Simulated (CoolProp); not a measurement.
Vapour-liquid equilibrium of CH2F2 (R32) (1) + dimethyl ether (2) at 357 kPa; x and y are mole fractions of (1).

Computed with CoolProp (multi-fluid Helmholtz-energy mixture model, Tillner-Roth 1997 and Wu 2011; pair parameters Bell 2016).

Question: Give the bubble temperature and the first vapour's composition at x = 0.275, 0.35, 0.875. Is there an azeotrope?

Answer: x = 0.275: 269.3 K, y = 0.515; x = 0.35: 266.3 K, y = 0.607; x = 0.875: 252.1 K, y = 0.952. No azeotrope shows between x = 0.05 and 0.95.

The pair parameters rest on a limited set of measurements; away from them the model extrapolates.
